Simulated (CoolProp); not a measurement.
A closed Brayton cycle with carbon dioxide: compressor inlet 312.15 K and 7.7 MPa, high pressure 25.5 MPa, turbine inlet 695 K, compressor efficiency 0.85, turbine efficiency 0.9, recuperator effectiveness 0.8 (on enthalpy, no pinch check). Each further row changes one setting.

Computed with CoolProp (reference Helmholtz-energy equation of state, Span 1996).

```tsv
case	thermal efficiency (%)	net work (kJ/kg)	compressor to turbine work	compressor exit (K)	turbine exit (K)
as stated	(withheld)	70.9	0.43	402.7	566.4
turbine inlet 645 K	(withheld)	59.3	(withheld)	402.7	(withheld)
compressor inlet 322.15 K	25.4	60.5	0.52	424.9	566.4
high pressure 21.7 MPa	26.7	65.2	0.41	390.1	583.3
recuperator effectiveness 0.5	22.6	70.9	0.43	402.7	566.4
```

### Question
Complete the blanks.

### Answer

- as stated, thermal efficiency (%): 27.5
- turbine inlet 645 K, thermal efficiency (%): 25.1
- turbine inlet 645 K, compressor to turbine work: 0.48
- turbine inlet 645 K, turbine exit (K): 521.2
